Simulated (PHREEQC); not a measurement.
A column of 0.2 m (40 cells, dispersivity 0.016 m, 720 s a shift, diffusion coefficient 3e-10 m²/s) holds 0.019 eq of the database's cation exchanger X per kg of pore water, first in equilibrium with 0.0016 mol MnCl2, 0.032 mol NH4Cl and 1e-05 mol HCl per kg of water. It is flushed with 0.023 mol/kgw KCl and 1e-05 mol/kgw HCl, at 25 °C. Values are for the last cell. No CO2 enters from the air. Precipitation was switched off in this run.

The numbers come from PHREEQC with the ion-association model, phreeqc.dat.

Task: Predict K in solution (mol/kgw), NH4 in solution (mol/kgw), Mn in solution (mol/kgw) at pore volumes = 0.1375, 3.888.

Result: 
```csv
pore volumes,K in solution (mol/kgw),NH4 in solution (mol/kgw),Mn in solution (mol/kgw)
0.1375,0,0.0320,0.00160
3.888,0.0224,0.000185,0.000200
```
